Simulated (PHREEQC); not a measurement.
Consider water at 25 °C with 0.96 mmol/kgw NH3, 0.00023 mmol/kgw H4SiO4 and 0.2 mmol/kgw H3BO3. Closed to the air; pH follows from the charge balance.

Computed with PHREEQC (ion-association model, wateq4f.dat).

| quantity | before | after |
|---|---|---|
| pH | 9.78 | 10.08 |
| ionic strength (mol/kgw) | 0.000218 | 0.000123 |
| NH3 (mol/kgw) | 0.000742 | 0.000837 |
| NH4+ (mol/kgw) | 0.000218 | 0.000123 |

Name the change that produced these shifts.
(A) diluted 100-fold with water
(B) H4SiO4 left out
(C) H3BO3 left out
(D) H3BO3 replaced by HBF4 at the same molality
(E) diluted 10-fold with water

C, H3BO3 left out

Precipitation was switched off in this run.
